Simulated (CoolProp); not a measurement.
Values from CoolProp's reference Helmholtz-energy equation of state, Lemmon 2006. It is a short technical equation, of lower accuracy than the large ones.

**Question.** For nitrous oxide, give the phase and the cp (kJ/(kg K)), speed of sound (m/s) at 34.55 °C and 101 kPa; 226.85 °C and 101 kPa.

**Answer.** 
- 34.55 °C and 101 kPa: gas; cp 0.892, speed of sound 271
- 226.85 °C and 101 kPa: gas; cp 1.04, speed of sound 340
